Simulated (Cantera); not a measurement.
Charge: 1 mol Nb₂O₅, 210 mol H₂, equilibrated at 1298 K and 1 atm.

Equilibrium computed with Cantera from the NASA thermochemical tables; the gas is ideal and each condensed phase is pure. Candidate condensed phases: H₂O, Nb, NbO, NbO₂, Nb₂O₅; 12 gas species. Condensed phases not in the tables: the oxides between NbO₂ and Nb₂O₅. Equilibrium is a limit: real reactors are often held back by kinetics, nucleation or transport.

Base state: H₂ 0.995, H₂O 0.00476 (mole fractions); condensed: NbO₂(s).

**Question.** What changes in the equilibrium state with this change: temperature from 1298 K to 1923 K?

**Answer.** 
```json
[
 {"species": "H₂", "before": "0.995", "after": "0.990"},
 {"species": "H₂O", "before": "0.00476", "after": "0.00939"},
 {"species": "H", "before": "1.06e-6", "after": "0.000931"},
 {"species": "NbO₂(s), mol", "before": "2.00", "after": "1.03"},
 {"species": "NbO(s), mol", "before": "0", "after": "0.973"}
]
```
Mutual solubility and eutectic melting of coexisting phases are not modelled. NbO: taken at fixed stoichiometry.
